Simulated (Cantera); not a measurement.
A Cantera script and its output.

```python
import numpy as np
import cantera as ct

gas = ct.Solution("gri30.yaml")


def delay(T, t_max=10):
    gas.TPX = T, 67000, {'CH4': 1, 'H2': 0.092, 'O2': 1.14, 'N2': 4.27}
    reactor = ct.IdealGasConstPressureReactor(gas, clone=False)
    net = ct.ReactorNet([reactor])
    net.rtol, net.atol = 1e-8, 1e-16
    while net.time < t_max:
        t_old, T_old = net.time, reactor.T
        net.step()
        if reactor.T > T + 400:  # ignition: a rise of 400 K
            return t_old + (T + 400 - T_old) / (reactor.T - T_old) * (net.time - t_old)
    return np.nan


taus = []
for T in [1125, 1200, 1275, 1350, 1425, 1500, 1575, 1650]:
    taus.append(delay(T))
    print(f"T0 = {T:6g} K   tau = {taus[-1]:.4e} s")
```

It prints:

```
T0 =   1125 K   tau = 8.7470e-02 s
T0 =   1200 K   tau = 3.4903e-02 s
T0 =   1275 K   tau = 1.4236e-02 s
T0 =   1350 K   tau = 6.0449e-03 s
T0 =   1425 K   tau = 2.7156e-03 s
T0 =   1500 K   tau = 1.3099e-03 s
T0 =   1575 K   tau = 6.8324e-04 s
T0 =   1650 K   tau = 3.8391e-04 s
```

Detailed kinetics in Cantera: GRI-Mech 3.0 (53 species, 325 reactions).
